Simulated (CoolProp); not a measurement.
A simple Rankine cycle with vinyl chloride: condensing at 313.15 K, boiler at 1.95 MPa, turbine inlet 404.4 K, turbine efficiency 0.9, pump efficiency 0.6, no recuperator. Each further row changes one setting.

Model: reference Helmholtz-energy equation of state, Thol 2022, in CoolProp.

| case | thermal efficiency (%) | net work (kJ/kg) | heat in (kJ/kg) | turbine exit temperature (K) | volume ratio over the turbine |
|---|---|---|---|---|---|
| as stated | 11.4 | 43.5 | 381 | 342.2 | 2.98 |
| turbine inlet 424.4 K | 11.6 | 47.1 | 405 | 362.5 | 2.96 |
| condensing temperature 305.15 K | 13.1 | 51.4 | 393 | 331.8 | 3.64 |
| boiler pressure 1.36 MPa | 8.3 | 32.6 | 391 | 362.7 | 2.11 |
| turbine efficiency 0.8 | 10.1 | 38.4 | 381 | 347.2 | 3.04 |
